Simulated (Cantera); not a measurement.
**Roasting and sulfation: MgO + SO2 + H2O**

Charge: 1 mol MgO, 0.17 mol SO2, 0.1 mol H2O, held at 1248.15 K and 40.0 mbar.

Cantera equilibrium calculation (NASA polynomials, part measured and part estimated; ideal gas, pure solids and liquids). Candidate condensed phases: H2O, H2SO4, Mg, MgO, Mg(OH)2, MgS, MgSO4, S; 26 gas species. Kinetics and transport are ignored.

```json
{
 "x(SO2)": "0.630",
 "x(H2O)": "0.370",
 "x(H2)": "3.76e-5",
 "x(SO3)": "3.66e-5",
 "x(SO)": "5.08e-6",
 "x(O2)": "2.69e-6",
 "x(OH)": "1.45e-6",
 "n(MgO(s))": "1.00 mol",
 "gas_amount": "0.2700 mol",
 "log10 activity of S(l) (absent)": "-6.83",
 "log10 activity of Mg(l) (absent)": "-15.95"
}
```
